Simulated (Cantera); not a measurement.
A closed system holds: 1 mol SiH2Cl2, 0.26 mol NH3, 0.22 mol H2, at 1823 K and 0.133 bar.

These are equilibrium values from Cantera (NASA tables, ideal gas, pure condensed phases), not measurements of a reactor. Candidate condensed phases: NH4Cl, Si, Si3N4; 28 gas species. The tables' values for SiCl3, SiCl are old estimates; treat these amounts as uncertain. Gases not in the tables: Si2H6 and higher silanes. The numbers say what is thermodynamically allowed, not how fast it happens.

Base state: H2 0.490, SiCl2 0.246, HCl 0.201, N2 0.0478, SiCl3 0.0118, SiCl4 0.000872, H 0.000831, SiHCl3 0.000564 (mole fractions); condensed: Si(l).

### Question
What changes in the equilibrium state with this change: temperature from 1823 K to 2173 K?

### Answer
```json
[
 {"species": "H2", "before": "0.490", "after": "0.461"},
 {"species": "SiCl2", "before": "0.246", "after": "0.235"},
 {"species": "HCl", "before": "0.201", "after": "0.234"},
 {"species": "SiCl3", "before": "0.0118", "after": "0.00389"},
 {"species": "N2", "before": "0.0478", "after": "0.0470"},
 {"species": "Si2", "before": "2.15e-7", "after": "3.22e-5"},
 {"species": "Si", "before": "3.32e-5", "after": "0.00212"},
 {"species": "SiN", "before": "1.10e-6", "after": "2.99e-5"},
 {"species": "Si(l), mol", "before": "0.292", "after": "0.321"}
]
```
The tables' values for SiCl3, SiCl, SiN are old estimates; treat these amounts as uncertain.

### Question
What changes in the equilibrium state with this change: NH3 from 0.26 to 9.1 mol?

### Answer
| species | before | after |
|---|---|---|
| H2 | 0.490 | 0.709 |
| N2 | 0.0478 | 0.204 |
| HCl | 0.201 | 0.0726 |
| SiCl2 | 0.246 | 0.0135 |
| SiCl3 | 0.0118 | 0.000194 |
| SiCl4 | 0.000872 | 4.30e-6 |
| SiHCl3 | 0.000564 | 1.11e-5 |
| Si(l), mol | 0.292 | 0 |
| Si3N4(s), mol | 0 | 0.242 |
